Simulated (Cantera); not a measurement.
An adiabatic, constant-volume homogeneous reactor starts with CH4 : O2 : N2 : CO2 = 1 : 0.952 : 3.58 : 1.3 (molar parts), equivalence ratio 2.1, at 1448 K and 101000 Pa. Integrator tolerance rtol = 1e-08.

Detailed kinetics in Cantera: GRI-Mech 3.0 (53 species, 325 reactions).

| quantity | before | after |
|---|---|---|
| time of steepest temperature rise | 3.87 ms | 1.90 ms |
| temperature at 0.300 s | 2377 K | 2388 K |
| equilibrium temperature | 2377 K | 2388 K |
| x(CH4) at 0.300 s | 6.55e-12 (gas-phase equilibrium 7.33e-12) | 4.17e-11 (gas-phase equilibrium 4.63e-11) |
| x(O2) at 0.300 s | 4.01e-5 (gas-phase equilibrium 4.01e-5) | 1.76e-5 (gas-phase equilibrium 1.76e-5) |
| x(CO2) at 0.300 s | 0.0933 (gas-phase equilibrium 0.0933) | 0.0932 (gas-phase equilibrium 0.0932) |
| x(CH2) at 0.300 s | <1e-12 (gas-phase equilibrium <1e-12) | <1e-12 (gas-phase equilibrium <1e-12) |
| x(CH2O) at 0.300 s | 1.02e-8 (gas-phase equilibrium 1.02e-8) | 2.64e-8 (gas-phase equilibrium 2.64e-8) |
| x(CH3) at 0.300 s | 4.81e-12 (gas-phase equilibrium 5.38e-12) | 2.00e-11 (gas-phase equilibrium 2.22e-11) |
| x(OH) at 0.300 s | 0.00131 (gas-phase equilibrium 0.00131) | 0.000876 (gas-phase equilibrium 0.000876) |

**Question.** What was changed between the two runs?
A. initial temperature 1448 to 1625 K
B. pressure from 101000 Pa to 1100000 Pa
C. initial temperature 1448 to 1048 K
D. pressure from 101000 Pa to 260000 Pa

**Answer.** D, pressure from 101000 Pa to 260000 Pa
